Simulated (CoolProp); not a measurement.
Vapour pressure (MPa) of ethanol: the reference equation beside estimates from Tc = 514.7 K, pc = 6.268 MPa, ω = 0.644. Clausius-Clapeyron is anchored at 394.2 K with a constant enthalpy of vaporisation of 35.27 kJ/mol.

The numbers come from the reference Helmholtz-energy equation of state, Schroeder 2014 in CoolProp.

| T (K) | reference | Lee-Kesler | Clausius-Clapeyron | van der Waals | Redlich-Kwong | Soave-Redlich-Kwong | Peng-Robinson |
|---|---|---|---|---|---|---|---|
| 377.3 | 0.2580 | 0.2593 | 0.2724 | 1.583 | 0.7994 | 0.2605 | 0.2646 |
| 385.8 | 0.3402 | 0.3414 | 0.3489 | 1.765 | … | 0.3436 | 0.3473 |
| 394.2 | 0.4411 | 0.4414 | 0.4411 | 1.958 | 1.121 | 0.4451 | 0.4480 |
| 402.7 | 0.5661 | 0.5646 | 0.5536 | 2.166 | 1.313 | 0.5706 | 0.5722 |
| 411.1 | 0.7157 | 0.7113 | 0.6865 | 2.385 | 1.524 | 0.7204 | 0.7202 |
| 419.6 | 0.8970 | 0.8883 | 0.8461 | 2.620 | 1.760 | … | 0.8991 |
| 428 | 1.109 | 1.095 | 1.032 | 2.867 | 2.017 | 1.114 | 1.108 |
| 436.5 | 1.362 | 1.340 | 1.251 | 3.130 | 2.301 | 1.366 | 1.357 |
| 445 | 1.656 | 1.626 | 1.507 | 3.408 | 2.612 | 1.660 | 1.647 |
| 453.4 | 1.991 | 1.952 | … | 3.698 | 2.946 | 1.996 | 1.979 |
| 461.9 | 2.381 | 2.333 | 2.136 | 4.005 | 3.311 | 2.386 | … |
| 470.3 | 2.819 | 2.764 | 2.516 | 4.325 | 3.701 | 2.827 | 2.803 |
| 478.8 | … | 3.264 | 2.953 | 4.663 | 4.125 | 3.333 | 3.307 |

**Question.** Some entries are withheld; supply them.

**Answer.** 
- 385.8, Redlich-Kwong: 0.9516
- 419.6, Soave-Redlich-Kwong: 0.9017
- 453.4, Clausius-Clapeyron: 1.798
- 461.9, Peng-Robinson: 2.366
- 478.8, reference: 3.322

Absolute difference from the reference over all 13 rows, mean and median: Lee-Kesler 1.2 and 1.3 %, Clausius-Clapeyron 6.6 and 6.9 %, van der Waals 202.0 and 158.5 %, Redlich-Kwong 95.1 and 81.9 %, Soave-Redlich-Kwong 0.5 and 0.5 %, Peng-Robinson 0.9 and 0.6 %.
